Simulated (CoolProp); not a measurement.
Vapour-liquid equilibrium of n-hexane (1) + n-decane (2) at 0.296 MPa; x and y are mole fractions of (1).

Values from CoolProp's multi-fluid Helmholtz-energy mixture model, Thol 2019 and Lemmon 2006; pair parameters Kunz 2012.

**Question.** Give the bubble temperature and the first vapour's composition at x = 0.275, 0.425, 0.575. Is there an azeotrope?

**Answer.** x = 0.275: 439.6 K, y = 0.770; x = 0.425: 420.2 K, y = 0.891; x = 0.575: 405.8 K, y = 0.947. No azeotrope shows between x = 0.05 and 0.95.

The pair parameters rest on a limited set of measurements; away from them the model extrapolates.
